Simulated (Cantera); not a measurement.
# Transport properties of process gases

Gas mixture: CO : C3H8 = 0.23 : 0.41 (molar parts), at 0.0267 bar, frozen composition.

Cantera's kinetic-theory transport with the Lennard-Jones parameters of GRI-Mech 3.0, ideal gas; thermal conductivity in the multicomponent form. The composition is frozen, though it would react at the higher temperatures.

```csv
T (K),ρ (kg/m³),cp (J/kg/K),μ (µPa s),λ (mW/m/K),Pr,D (cm²/s) H2O,D (cm²/s) OH,D (cm²/s) CO2
400,0.0307,1849,13.3,30.7,0.799,9.33,13.1,6.43
650,0.0189,2562,19.7,61.9,0.817,23.7,30.5,15.6
900,0.0137,3070,25.1,94.0,0.821,43.0,53.0,27.6
1150,0.0107,3411,29.9,124,0.822,66.5,80.0,42.1
1400,0.00878,3662,34.2,152,0.822,93.8,111,58.8
1650,0.00745,3858,38.2,179,0.821,125,146,77.5
1900,0.00647,4009,41.9,205,0.821,158,185,98.2
2150,0.00571,4121,45.5,229,0.820,195,227,121
2400,0.00512,4203,48.9,251,0.820,235,272,145
```
D: mixture-averaged diffusion coefficient of that species in the mixture.
